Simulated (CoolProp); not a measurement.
A simple Rankine cycle with dimethyl carbonate: condensing at 295.15 K, boiler at 1.07 MPa, turbine inlet 475.2 K, turbine efficiency 0.85, pump efficiency 0.7, no recuperator. Each further row changes one setting.

Values from CoolProp's reference Helmholtz-energy equation of state, Zhou 2011.

| case | thermal efficiency (%) | net work (kJ/kg) | heat in (kJ/kg) | turbine exit temperature (K) | volume ratio over the turbine |
|---|---|---|---|---|---|
| as stated | 23.7 | 155 | 652 | 355.8 | 150 |
| turbine inlet 495.2 K | 23.8 | ___ | ___ | 375.3 | ___ |
| condensing temperature 287.15 K | 24.9 | 166 | 667 | ___ | ___ |
| boiler pressure 0.749 MPa | 22.5 | 149 | 659 | 365.9 | 102 |
| turbine efficiency 0.75 | 20.9 | 136 | 652 | 369.4 | ___ |

**Question.** Some entries are withheld; supply them.

**Answer.** 
- turbine inlet 495.2 K, net work (kJ/kg): 164
- turbine inlet 495.2 K, heat in (kJ/kg): 687
- turbine inlet 495.2 K, volume ratio over the turbine: 148
- condensing temperature 287.15 K, turbine exit temperature (K): 347.2
- condensing temperature 287.15 K, volume ratio over the turbine: 226
- turbine efficiency 0.75, volume ratio over the turbine: 156
